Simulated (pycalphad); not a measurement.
All values are pycalphad results on the COST 507 light-alloy database (1999) (1 atm), not direct measurements. These are 1990s assessments: newer ones move some temperatures and phases.

## Al-0.96Si (at.%): equilibrium cooling sequence

| T (K) | phases above | phases below |
|---|---|---|
| 927.6 | LIQUID | FCC_A1 + LIQUID |
| 878.3 | FCC_A1 + LIQUID | FCC_A1 |
| 798.1 | FCC_A1 | DIAMOND_A4 + FCC_A1 |

Changes were sought between steps of 75 K, so a narrower field can be missed.

FCC_A1 is fcc; DIAMOND_A4 is diamond (Si).
